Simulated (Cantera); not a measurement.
## NO annealing gas

An isothermal, constant-pressure homogeneous reactor starts with 57.1 % NO, 42.9 % N2, at 1975 K and 0.987 atm.

Detailed kinetics in Cantera: GRI-Mech 3.0 (53 species, 325 reactions).

```json
[
 {"t (s)": "1.00e-5", "x NO": "0.571", "x N2O": "3.12e-6", "x NO2": "6.59e-7", "x N2": "0.429", "x O2": "1.05e-8", "x O": "2.53e-6"},
 {"t (s)": "2.46e-5", "x NO": "0.571", "x N2O": "7.58e-6", "x NO2": "3.12e-6", "x N2": "0.429", "x O2": "5.55e-8", "x O": "4.83e-6"},
 {"t (s)": "6.06e-5", "x NO": "0.571", "x N2O": "1.80e-5", "x NO2": "1.19e-5", "x N2": "0.429", "x O2": "2.87e-7", "x O": "8.24e-6"},
 {"t (s)": "0.000149", "x NO": "0.571", "x N2O": "4.06e-5", "x NO2": "3.69e-5", "x N2": "0.429", "x O2": "1.76e-6", "x O": "1.51e-5"},
 {"t (s)": "0.000367", "x NO": "0.571", "x N2O": "8.16e-5", "x NO2": "9.85e-5", "x N2": "0.429", "x O2": "1.50e-5", "x O": "3.10e-5"},
 {"t (s)": "0.000904", "x NO": "0.571", "x N2O": "0.000129", "x NO2": "0.000184", "x N2": "0.429", "x O2": "0.000124", "x O": "5.18e-5"},
 {"t (s)": "0.00223", "x NO": "0.570", "x N2O": "0.000150", "x NO2": "0.000213", "x N2": "0.429", "x O2": "0.000562", "x O": "5.90e-5"},
 {"t (s)": "0.00548", "x NO": "0.567", "x N2O": "0.000150", "x NO2": "0.000225", "x N2": "0.430", "x O2": "0.00171", "x O": "6.21e-5"},
 {"t (s)": "0.0135", "x NO": "0.562", "x N2O": "0.000147", "x NO2": "0.000249", "x N2": "0.433", "x O2": "0.00452", "x O": "6.87e-5"},
 {"t (s)": "0.0332", "x NO": "0.548", "x N2O": "0.000139", "x NO2": "0.000297", "x N2": "0.440", "x O2": "0.0114", "x O": "8.24e-5"},
 {"t (s)": "0.0817", "x NO": "0.515", "x N2O": "0.000121", "x NO2": "0.000375", "x N2": "0.456", "x O2": "0.0276", "x O": "0.000108"},
 {"t (s)": "0.201", "x NO": "0.444", "x N2O": "8.84e-5", "x NO2": "0.000455", "x N2": "0.492", "x O2": "0.0631", "x O": "0.000149"},
 {"t (s)": "0.495", "x NO": "0.316", "x N2O": "4.37e-5", "x NO2": "0.000447", "x N2": "0.556", "x O2": "0.127", "x O": "0.000203"},
 {"t (s)": "1.22", "x NO": "0.156", "x N2O": "1.07e-5", "x NO2": "0.000280", "x N2": "0.636", "x O2": "0.207", "x O": "0.000254"},
 {"t (s)": "3.00", "x NO": "0.0478", "x N2O": "1.33e-6", "x NO2": "9.58e-5", "x N2": "0.690", "x O2": "0.262", "x O": "0.000284"}
]
```
x: mole fraction; the columns are a selection and need not sum to one.

Equilibrium at this temperature and pressure: NO 0.00788, N2O 4.22e-7, NO2 1.64e-5, N2 0.710, O2 0.282, O 0.000294 (gas phase only).
